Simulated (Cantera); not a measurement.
Source: NASA polynomial tables (part measured, part estimated), evaluated in Cantera. Values are per mole of reaction as written; species without (g) are pure solids or liquids, kept so even where they would boil at 1 bar.

Task: Between 1873 and 2073 K, where is each reaction favourable under standard conditions?
- 4 Li + O2(g) → 2 Li2O
- V + O2(g) → VO2(g)
- 2 C + O2(g) → 2 CO(g)

Result: 
- 4 Li + O2(g) → 2 Li2O: ΔG° is -702 kJ at 1873 K and -664 kJ at 2073 K; it stays negative (K > 1). ΔH° is -1052 kJ and ΔS° -187 J/K at 2073 K.
- V + O2(g) → VO2(g): ΔG° is -274 kJ at 1873 K and -277 kJ at 2073 K; it stays negative (K > 1). ΔH° is -255 kJ and ΔS° 11 J/K at 2073 K.
- 2 C + O2(g) → 2 CO(g): ΔG° is -551 kJ at 1873 K and -584 kJ at 2073 K; it stays negative (K > 1). ΔH° is -239 kJ and ΔS° 167 J/K at 2073 K.
